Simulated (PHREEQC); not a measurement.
Model water analysis in mg/L, 25 °C, pH 5.5, pe 9.9: Na 2.49; K 0.00259; Ca 4.3; Mg 2.65; Cl 1.54; S(6) as SO4 14.8; Alkalinity as HCO3 12.1; Ba 0.00949; Pb 0.0473.

Valence states are taken as typed.

All values are PHREEQC results (ion-association model, wateq4f.dat), not measurements.

| Property | Result |
|---|---|
| ionic strength | 0.000898 mol/kgw |
| charge-balance error | -0.8 % |

```json
[
 {"species": "CO2", "molality": "0.00138", "activity": "0.00138", "log γ": "0.000"},
 {"species": "HCO3-", "molality": "0.000201", "activity": "0.000195", "log γ": "-0.015"},
 {"species": "SO4-2", "molality": "0.000149", "activity": "0.000130", "log γ": "-0.058"},
 {"species": "Na+", "molality": "0.000108", "activity": "0.000105", "log γ": "-0.015"},
 {"species": "Mg+2", "molality": "0.000106", "activity": "9.28e-5", "log γ": "-0.058"},
 {"species": "Ca+2", "molality": "0.000105", "activity": "9.16e-5", "log γ": "-0.058"},
 {"species": "Cl-", "molality": "4.34e-5", "activity": "4.20e-5", "log γ": "-0.015"}
]
```

No solid was allowed to form.
